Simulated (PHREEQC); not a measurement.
Synthetic water in mmol/kgw, 25 °C, pH 3.37: Na 105; K 3.22; Ca 11.8; Mg 11.6; Cl 46.1; S(6) 75.7.

Valence states are taken as typed.

All values are PHREEQC results (Pitzer model, pitzer.dat), not measurements.

Precipitation was switched off in this run.

Question: What specific conductance, density does the model give?

Answer: specific conductance 15600 µS/cm; density 1.008 g/cm³.

Question: In which forms is S present?

Answer: SO4-2 99 %, HSO4- 1.1 % of the S.

Complexes and solids missing from the database can't appear.
